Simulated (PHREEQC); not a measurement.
Make-up at 85 °C: 0.0021 mol/kgw HNO3 and 0.0014 mol/kgw K2SO4. Closed to the air; pH follows from the charge balance.

Equilibrium calculation in PHREEQC: ion-association model, wateq4f.dat.

Precipitation was switched off in this run.

Question: What pH does the model give?

Answer: pH 2.82.

Question: In which forms is K present?

Answer: K+ 99 %, KSO4- 1.0 % of the K.

Away from 25 °C the constants follow the database's enthalpies or fits; those with neither stay at their 25 °C values.
